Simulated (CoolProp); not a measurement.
The fluid at 293.15 K and 0.174 MPa (gas) is heated at constant pressure to 429.3 K. The same conditions are run with several fluids, on thermodynamics alone (safety and materials aside).

Model: reference Helmholtz-energy equation of state of each fluid (carbon monoxide: Lemmon 2006; hydrogen chloride: Thol 2018; sulfur hexafluoride: Guder 2009; ethylene: Smukala 2000), in CoolProp.

Task: Rank carbon monoxide, hydrogen chloride, sulfur hexafluoride, ethylene by heat (kJ/kg), highest first.

Result: ethylene (240), carbon monoxide (142), hydrogen chloride (110), sulfur hexafluoride (103)

| fluid | final density (kg/m³) |
|---|---|
| carbon monoxide | 1.36 |
| hydrogen chloride | 1.78 |
| sulfur hexafluoride | 7.16 |
| ethylene | 1.37 |
